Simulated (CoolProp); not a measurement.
Aqueous sodium chloride as a coolant, at 17 °C, 1 atm.

Values from CoolProp's Melinder's fits for secondary coolants.

| mass % | freezing point (°C) | conductivity (W/(m K)) | Prandtl number | viscosity (mPa s) | density (kg/m³) |
|---|---|---|---|---|---|
| 4.1 | -2.5 | 0.589 | 7.74 | 1.15 | 1028 |
| 6.8 | -4.2 | 0.587 | 7.90 | 1.21 | 1048 |
| 9.5 | -6.2 | 0.584 | 8.12 | 1.27 | 1068 |
| 12.1 | -8.3 | 0.582 | 8.41 | 1.34 | 1087 |
| 14.8 | -10.7 | 0.579 | 8.78 | 1.43 | 1108 |
| 17.5 | -13.5 | 0.576 | 9.25 | 1.53 | 1129 |
| 20.2 | -16.7 | 0.573 | 9.84 | 1.66 | 1151 |
